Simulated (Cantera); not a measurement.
Charge: 1 mol SiH4, 0.49 mol N2, 88 mol H2, at 848.15 K and 19.0 Pa.

Method: chemical equilibrium by Gibbs-energy minimisation in Cantera with the NASA 1993 tables (ideal gas, pure condensed phases). Candidate condensed phases: Si, Si3N4; 18 gas species. N2 is the only nitrogen source here; it is nearly inert below about 1500 K, so the nitride shown seldom forms there in practice. Rates play no part.

Q: What is the equilibrium state?

A: 
- x(H2) = 1.00
- n(Si(s)) = 0.265 mol
- n(Si3N4(s)) = 0.245 mol
- gas amount = 90.00 mol
